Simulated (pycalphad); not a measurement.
Source of the numbers: pycalphad with the COST 507 light-alloy database (1999); pressure 1 atm. The data set is of 1999 and partly superseded.

Question: How does the equilibrium phase assembly of Si-69.53Al (at.%) change on cooling from 2350 K to 550 K?

Answer: 
```json
[
 {"T (K)": "1110.9", "phases above": "liquid", "phases below": "diamond (Si) + liquid"},
 {"T (K)": "850.1", "phases above": "diamond (Si) + liquid", "phases below": "diamond (Si) + fcc"}
]
```
Changes were sought between steps of 100 K, so a narrower field can be missed.
